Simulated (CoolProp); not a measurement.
Vapour-liquid equilibrium of trans-2-butene (1) + methanol (2) at 382.3 K; x and y are mole fractions of (1).

Model: multi-fluid Helmholtz-energy mixture model, Lemmon 2005 and de Reuck 1993; pair parameters Bell 2016, in CoolProp.

Problem. Give the bubble pressure and the first vapour's composition at x = 0.05, 0.5, 0.65. Is there an azeotrope?

Solution. x = 0.05: 0.8238 MPa, y = 0.427; x = 0.5: 1.768 MPa, y = 0.747; x = 0.65: 1.818 MPa, y = 0.769. y crosses x between x = 0.8 and 0.875: the model has an azeotrope there.

Pair parameters are fitted to limited data, so mixtures are less certain than the pure fluids. With so large a gap from Raoult's law the liquid may split in two, which this calculation doesn't test in full.
